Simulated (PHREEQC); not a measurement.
Consider water at 65 °C with 2.6 mmol/kgw Pb(NO3)2. Closed to the air; pH follows from the charge balance.

Model: ion-association model, wateq4f.dat, run in PHREEQC.

Problem. The ionic strength comes out as 0.00754 mol/kgw. What activity coefficients do H+, NO3-, Pb+2, PbNO3+, PbOH+ get?

Solution. H+ 0.92, NO3- 0.90, Pb+2 0.67, PbNO3+ 0.91, PbOH+ 0.91.

No solid was allowed to form. Examples of supersaturated solids here: Pb(OH)2. Others may be too. Constants without temperature data keep their 25 °C values here.
